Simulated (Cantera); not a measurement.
Reactions in the system F-S-Si

Standard-state values (1 bar) from the NASA 1993 polynomials, evaluated with Cantera. Values are per mole of reaction as written; species without (g) are pure solids or liquids, kept so even where they would boil at 1 bar. The tables' values for SiF2 are old estimates.

2 SF6(g) + 6 Si ⇌ S2(g) + 6 SiF2(g)

```json
[
 {"T (K)": "2375", "ΔH° (kJ)": "-1428.8", "ΔS° (J/K)": "745.6", "ΔG° (kJ)": "-3199.6", "log10 K": "70.37"},
 {"T (K)": "2475", "ΔH° (kJ)": "-1437.6", "ΔS° (J/K)": "742.0", "ΔG° (kJ)": "-3273.9", "log10 K": "69.09"},
 {"T (K)": "2575", "ΔH° (kJ)": "-1446.4", "ΔS° (J/K)": "738.5", "ΔG° (kJ)": "-3347.9", "log10 K": "67.91"},
 {"T (K)": "2675", "ΔH° (kJ)": "-1455.2", "ΔS° (J/K)": "735.1", "ΔG° (kJ)": "-3421.6", "log10 K": "66.81"},
 {"T (K)": "2775", "ΔH° (kJ)": "-1464.0", "ΔS° (J/K)": "731.9", "ΔG° (kJ)": "-3495.0", "log10 K": "65.79"},
 {"T (K)": "2875", "ΔH° (kJ)": "-1472.8", "ΔS° (J/K)": "728.8", "ΔG° (kJ)": "-3568.0", "log10 K": "64.82"},
 {"T (K)": "2975", "ΔH° (kJ)": "-1481.6", "ΔS° (J/K)": "725.8", "ΔG° (kJ)": "-3640.7", "log10 K": "63.92"}
]
```
